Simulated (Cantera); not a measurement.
What does this Cantera script print?

```python
import numpy as np
import cantera as ct

gas_names = """
    C CH CH2 CH3 CH4 C2 C2H C2H2,acetylene C2H2,vinylidene C2H3,vinyl C2H4 C2H5 C2H6 C3 C3H3,propargyl
    C3H4,allene C3H4,propyne C3H4,cyclo- C3H5,allyl C3H6,propylene C3H6,cyclo- C3H7,n-propyl
    C3H7,i-propyl C3H8 C4 C4H2 C4H4,1,3-cyclo- C4H6,butadiene C4H6,2-butyne C4H6,cyclo- C4H8,1-butene
    C4H8,cis2-buten C4H8,tr2-butene C4H8,isobutene C4H8,cyclo- C4H9,n-butyl C4H9,i-butyl C4H9,s-butyl
    C4H9,t-butyl C4H10,isobutane C4H10,n-butane C5 C5H6,1,3cyclo- C5H8,cyclo- C5H10,1-pentene
    C5H10,cyclo- C5H11,pentyl C5H11,t-pentyl C5H12,n-pentane C5H12,i-pentane CH3C(CH3)2CH3 C6H2
    C6H5,phenyl C6H6 C6H10,cyclo- C6H12,1-hexene C6H12,cyclo- C6H13,n-hexyl C7H7,benzyl C7H8
    C7H14,1-heptene C7H15,n-heptyl C7H16,n-heptane C8H8,styrene C8H10,ethylbenz C8H16,1-octene
    C8H17,n-octyl C8H18,isooctane C8H18,n-octane C9H19,n-nonyl C10H8,naphthale C10H21,n-decyl
    C12H9,o-bipheny C12H10,bipheny H H2 Si SiC SiC2 SiC4H12 SiH SiH2 SiH3 SiH4 Si2 Si2C Si3
""".split()
cond_names = """
    C(gr) C6H6(L) C7H8(L) C8H18(L),n-octa Si(cr) Si(L) SiC(b)
""".split()


def load(file, names, dense=False):
    # The tables refer to 1 bar. Condensed volumes are neglected.
    table = {s.name: s for s in ct.Species.list_from_file(file)}
    out = []
    for n in names:
        d = dict(table[n].input_data)
        d["thermo"] = dict(d["thermo"], **{"reference-pressure": 1e5})
        if dense:
            d["equation-of-state"] = {"model": "constant-volume", "density": "1e6 g/cm^3"}
        out.append(ct.Species.from_dict(d))
    return out


gas = ct.Solution(thermo="ideal-gas", species=load("nasa_gas.yaml", gas_names))
cond = {s.name: ct.Solution(thermo="fixed-stoichiometry", species=[s], name=s.name)
        for s in load("nasa_condensed.yaml", cond_names, dense=True)}
atoms = {
    'CH3SiH3': {'C': 1, 'H': 6, 'Si': 1},
    'CH4': {'C': 1, 'H': 4},
    'H2': {'H': 2},
}
top_T = {'C(gr)': 4500, 'SiC(b)': 3050}  # K; cautious upper limits of use, not melting points


def equilibrate(T, P, feed):
    n = {}
    for name, mol in feed.items():
        for a, k in atoms[name].items():
            n[a] = n.get(a, 0.0) + k * mol
    gas.TPX = T, P, n
    mass = sum(n.values()) * gas.mean_molecular_weight
    gas.equilibrate("TP")
    valid = [c for c in cond.values() if c.min_temp <= T <= top_T.get(c.name, c.max_temp)]
    mix = ct.Mixture([(gas, mass / gas.mean_molecular_weight)] + [(c, 0.0) for c in valid])
    mix.T, mix.P = T, P
    mix.equilibrate("TP", solver="vcs", rtol=1e-11, max_steps=5000)
    return mix


results = []
feed = {'CH3SiH3': 1, 'CH4': 0.099, 'H2': 3.3}  # mol
T = 2600  # K
P = 10000  # Pa
mix = equilibrate(T, P, feed)
results.append((T, P, feed, dict(zip(mix.species_names, mix.species_moles))))
print(gas.report(threshold=0.0001))
for i in range(1, mix.n_phases):
    print(f"{mix.phase(i).name:16s} {mix.phase_moles(i):12.5e} mol")
```

Output:

```
       temperature   2600 K
          pressure   10000 Pa
           density   0.0018196 kg/m^3
  mean mol. weight   3.9336 kg/kmol
   phase of matter   gas

                          1 kg             1 kmol
                     ---------------   ---------------
          enthalpy        3.1321e+07         1.232e+08  J
   internal energy        2.5826e+07        1.0159e+08  J
           entropy             56762        2.2328e+05  J/K
    Gibbs function       -1.1626e+08       -4.5732e+08  J
 heat capacity c_p              8911             35052  J/K
 heat capacity c_v            6797.3             26738  J/K

                      mass frac. Y      mole frac. X     chem. pot. / RT
                     ---------------   ---------------   ---------------
               C2H         0.0010035         0.0001577           -18.129
    C2H2,acetylene          0.088944          0.013437           -29.548
                 H          0.028313           0.11049           -11.419
                H2           0.42464           0.82855           -22.839
                Si           0.20886          0.029253           -8.5109
              SiC2           0.13244         0.0099981            -15.22
               SiH          0.014216         0.0019221            -19.93
              SiH2         0.0027518        0.00035961            -31.35
               Si2         0.0038574        0.00027013           -17.022
              Si2C          0.092801          0.005354           -20.377
     [  +77 minor]         0.0021679          0.000211

C(gr)             9.73299e-02 mol
Si(L)             0.00000e+00 mol
SiC(b)            6.17953e-01 mol
```

Equilibrium computed with Cantera from the NASA thermochemical tables; the gas is ideal and each condensed phase is pure. The feed counts by its element totals alone. Gases not in the tables: Si2H6 and higher silanes.
